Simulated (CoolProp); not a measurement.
R134a at 293.15 K and 0.0942 MPa is throttled through a valve to 0.0122 MPa with no heat exchange. Each further row changes one setting.

Values from CoolProp's reference Helmholtz-energy equation of state, Tillner-Roth 1994.

| case | temperature change (K) | final density (kg/m³) |
|---|---|---|
| as stated | -1.9 | 0.515 |
| outlet pressure 0.00366 MPa | -2.1 | 0.154 |
| outlet pressure 0.0159 MPa | -1.8 | 0.672 |
